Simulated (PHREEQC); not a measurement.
1 kg of water meets 20 L of dry gas (CO2 0.37, CH4 0.28, H2S 0.35 by moles) at fixed total pressure, at 25 °C; fugacities by Peng-Robinson. The gases take part in no redox reaction, some water evaporates into the gas, and hydrates or a liquid gas phase aren't modelled. Precipitation was switched off in this run.

Equilibrium calculation in PHREEQC: ion-association model, phreeqc.dat.

| P (atm) | dissolved CO2 (all carbonate carbon) (mol/kgw) | φ of CO2 | p of CO2 (atm) | dissolved CH4 (mol/kgw) |
|---|---|---|---|---|
| 1 | 0.0123 | 0.994 | 0.362 | 0.000449 |
| 2 | (withheld) | 0.989 | 0.736 | 0.000909 |
| 3 | (withheld) | 0.983 | 1.11 | 0.00137 |
| 5 | 0.0613 | 0.973 | 1.86 | 0.00227 |
| 7.5 | (withheld) | 0.959 | 2.79 | 0.00338 |
| 10 | 0.119 | 0.945 | 3.72 | 0.00447 |
| 15 | 0.172 | 0.919 | 5.58 | 0.00660 |

Complete the blanks.


- 2, dissolved CO2 (all carbonate carbon) (mol/kgw): 0.0248
- 3, dissolved CO2 (all carbonate carbon) (mol/kgw): 0.0372
- 7.5, dissolved CO2 (all carbonate carbon) (mol/kgw): 0.0906

Complexes and solids missing from the database can't appear.
